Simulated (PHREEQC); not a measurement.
**Buffer: an equilibrium model**

Make-up at 20 °C: 1.2 mol KHCO3 and 0.049 mol NaOH per kg of water. Closed to the air; pH follows from the charge balance.

Equilibrium calculation in PHREEQC: ion-association model, phreeqc.dat.

Precipitation was switched off in this run.

Q: Estimate the pH, density, ionic strength.

A: pH 8.45; density 1.072 g/cm³; ionic strength 1.29 mol/kgw.

Q: In which forms is C present?

A: HCO3- 94 %, CO3-2 4.2 %, NaHCO3 0.7 % of the C.

Caution: at this ionic strength the ion-association model is outside its range; a Pitzer model would be the better tool where its parameters exist. Species that the database lacks are ignored.
